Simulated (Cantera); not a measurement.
What does this Cantera script print?

```python
import numpy as np
import cantera as ct

gas_names = """
    CL CL2 H HCL H2 N NH NH2 NH3 N2 N2H2 N2H4 Si SiCL SiCL2 SiCL3 SiCL4 SiH SiHCL3 SiH2 SiH2CL2 SiH3
    SiH3CL SiH4 SiN Si2 Si2N Si3
""".split()
cond_names = """
    NH4CL(a) NH4CL(b) Si(cr) Si(L) Si3N4(a)
""".split()


# ... load() reads the species with a 1 bar reference pressure and builds the phases ...
atoms = {
    'SiHCl3': {'Si': 1, 'H': 1, 'CL': 3},
    'N2': {'N': 2},
    'NH3': {'N': 1, 'H': 3},
}
top_T = {'Si3N4(a)': 2400}  # K; cautious upper limits of use, not melting points


# ... equilibrate(T, P, feed) seeds the gas with the atoms and calls Mixture.equilibrate('TP', solver="vcs", rtol=1e-11, max_steps=5000) ...
results = []
feed = {'SiHCl3': 1, 'N2': 0.51, 'NH3': 0.37}  # mol
P = 22000  # Pa
for T in [700, 800, 900, 1000, 1100, 1200, 1300]:
    mix = equilibrate(T, P, feed)
    results.append((T, P, feed, dict(zip(mix.species_names, mix.species_moles))))

top = {s: max(r[3][s] / sum(r[3][g] for g in gas_names) for r in results) for s in gas_names}
cols = sorted((s for s in top if top[s] > 0.001), key=lambda s: -top[s])[:8]
seen = [c for c in cond_names if any(r[3].get(c, 0) > 1e-12 for r in results)]
print("log10 of partial pressures in bar; condensed amounts in mol")
print(f"{'T/K':>10s}" + "".join(f"{s[:9]:>10s}" for s in cols + seen))
for T, P, feed, n in results:
    ng = sum(n[g] for g in gas_names)
    print(f"{T:10.4g}" + "".join(f"{np.log10(max(n[s] / ng * P / 1e5, 1e-99)):10.3f}" for s in cols)
          + "".join(f"{n.get(c, 0):10.4g}" for c in seen))
```

It prints:

```
log10 of partial pressures in bar; condensed amounts in mol
       T/K       HCL        H2     SiCL4        N2     SiCL3    SiHCL3     SiCL2  Si3N4(a)
       700    -1.210    -1.179    -1.270    -1.416    -8.501    -4.929   -13.214    0.1391
       800    -1.150    -1.212    -1.292    -1.435    -6.951    -4.397   -10.565    0.1476
       900    -1.108    -1.240    -1.309    -1.451    -5.749    -3.988    -8.511    0.1543
      1000    -1.077    -1.265    -1.325    -1.464    -4.791    -3.664    -6.874    0.1595
      1100    -1.054    -1.286    -1.338    -1.475    -4.011    -3.402    -5.541    0.1637
      1200    -1.036    -1.304    -1.353    -1.483    -3.366    -3.187    -4.436    0.1666
      1300    -1.024    -1.321    -1.374    -1.487    -2.829    -3.013    -3.511    0.1676
```

Equilibrium computed with Cantera from the NASA thermochemical tables; the gas is ideal and each condensed phase is pure. The tables' values for SiCl3 are old estimates; treat these amounts as uncertain.
